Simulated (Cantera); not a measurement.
Feed: 1 mol CaCO3, 0.43 mol O2, 1.1 mol N2, at 1577 °C and 0.0430 bar.

Equilibrium computed with Cantera from the NASA thermochemical tables; the gas is ideal and each condensed phase is pure. Candidate condensed phases: C, Ca, CaCO3, CaO; 27 gas species. Kinetics and transport are ignored.

Problem. What is the equilibrium state?

Solution. 
```
Item                                       Result
--------------------------------------  ---------
x(N2)                                       0.433
x(CO2)                                      0.393
x(O2)                                       0.169
x(NO)                                     0.00326
x(CO)                                     0.00157
x(O)                                     0.000382
x(NO2)                                    1.38e-6
n(CaO(s))                                1.00 mol
gas amount                              2.532 mol
log10 activity of C(graphite) (absent)     -10.82
log10 activity of Ca(l) (absent)           -11.26
```
